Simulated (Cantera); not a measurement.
Cantera run, input and output.

```python
import numpy as np
import cantera as ct

gas = ct.Solution("gri30.yaml")
gas.TPX = 1923, 23000, {'CH4': 1, 'CO2': 1.1, 'H2': 0.36}
reactor = ct.IdealGasConstPressureReactor(gas, energy="off", clone=False)
net = ct.ReactorNet([reactor])
net.rtol, net.atol = 1e-08, 1e-18
show = ['CH4', 'CO2', 'H2', 'HCO', 'C2H2', 'C2H4']
times = np.geomspace(0.0004, 7, 11)

steps = ct.SolutionArray(gas, extra=["t"])
rows = []
print(f"{'t/s':>10s}{'T/K':>9s}{'P/Pa':>11s}" + "".join(f"{s:>11s}" for s in show))
for t in times:
    while net.time < t:
        t_next = net.step()
        steps.append(gas.state, t=t_next)
    rows.append([np.interp(t, steps.t, y) for y in (steps.T, steps.P, *steps(*show).X.T)])
    print(f"{t:10.3e}{rows[-1][0]:9.1f}{rows[-1][1]:11.4g}" + "".join(f"{x:11.3e}" for x in rows[-1][2:]))
rate = np.gradient(steps.T, steps.t)
print("integrator steps:", len(steps.t))
if steps.T.max() > steps.T[0] + 200:
    print(f"time of steepest temperature rise: {steps.t[rate.argmax()]:.4e} s")
gas.TPX = 1923, 23000, {'CH4': 1, 'CO2': 1.1, 'H2': 0.36}
gas.equilibrate("TP")
print(f"equilibrium (TP): T = {gas.T:.1f} K  " + "  ".join(f"{s} {gas[s].X[0]:.3e}" for s in show))
```

It prints:

```
       t/s      T/K       P/Pa        CH4        CO2         H2        HCO       C2H2       C2H4
 4.000e-04   1923.0    2.3e+04  2.859e-01  4.016e-01  2.334e-01  2.062e-06  2.164e-02  1.742e-02
 1.063e-03   1923.0    2.3e+04  1.592e-01  3.189e-01  3.302e-01  1.090e-06  7.583e-02  6.673e-03
 2.823e-03   1923.0    2.3e+04  6.675e-02  2.037e-01  3.479e-01  4.685e-07  1.109e-01  1.399e-03
 7.498e-03   1923.0    2.3e+04  2.006e-02  8.228e-02  3.083e-01  2.156e-07  1.193e-01  2.879e-04
 1.992e-02   1923.0    2.3e+04  1.106e-02  4.406e-02  3.329e-01  1.404e-07  9.723e-02  1.439e-04
 5.292e-02   1923.0    2.3e+04  8.384e-03  2.990e-02  3.905e-01  9.370e-08  6.407e-02  9.048e-05
 1.406e-01   1923.0    2.3e+04  5.264e-03  1.760e-02  4.447e-01  7.080e-08  3.398e-02  4.643e-05
 3.734e-01   1923.0    2.3e+04  2.656e-03  9.508e-03  4.823e-01  6.450e-08  1.377e-02  1.831e-05
 9.920e-01   1923.0    2.3e+04  1.035e-03  5.448e-03  5.018e-01  6.421e-08  3.585e-03  4.669e-06
 2.635e+00   1923.0    2.3e+04  1.958e-04  4.070e-03  5.088e-01  6.456e-08  2.533e-04  3.223e-07
 7.000e+00   1923.0    2.3e+04  2.533e-07  3.938e-03  5.096e-01  6.476e-08  4.715e-08  5.788e-11
integrator steps: 1870
equilibrium (TP): T = 1923.0 K  CH4 1.473e-08  CO2 3.938e-03  H2 5.096e-01  HCO 6.477e-08  C2H2 5.125e-11  C2H4 6.295e-14
```

Detailed kinetics in Cantera: GRI-Mech 3.0 (53 species, 325 reactions).
